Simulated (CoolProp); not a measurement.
Vapour-liquid equilibrium of carbon dioxide (1) + R22 (2) at 235.9 K; x and y are mole fractions of (1).

Values from CoolProp's multi-fluid Helmholtz-energy mixture model, Span 1996 and Kamei 1995; pair parameters Bell 2016.

Task: Give the bubble pressure and the first vapour's composition at x = 0.05, 0.35, 0.65. Is there an azeotrope?

Result: x = 0.05: 0.1556 MPa, y = 0.263; x = 0.35: 0.4216 MPa, y = 0.805; x = 0.65: 0.7302 MPa, y = 0.936. No azeotrope shows between x = 0.05 and 0.95.

Pair parameters are fitted to limited data, so mixtures are less certain than the pure fluids.
